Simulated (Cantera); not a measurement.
An adiabatic, constant-pressure homogeneous reactor starts with 4.48 % CH4, 0.242 % C2H6, 20.0 % O2, 75.3 % N2, equivalence ratio 0.49, at 1525 K and 4.93 atm.

Model: GRI-Mech 3.0 (53 species, 325 reactions), integrated in Cantera.

Task: Predict: time of steepest temperature rise; temperature at 0.300 s; equilibrium temperature; x(O2) at 0.300 s; x(H2) at 0.300 s.

Result: 
```
Quantity                                                              Result
---------------------------------  -----------------------------------------
time of steepest temperature rise                                    92.2 µs
temperature at 0.300 s                                                2453 K
equilibrium temperature                                               2453 K
x(O2) at 0.300 s                       0.0937 (gas-phase equilibrium 0.0937)
x(H2) at 0.300 s                   0.000640 (gas-phase equilibrium 0.000640)
```
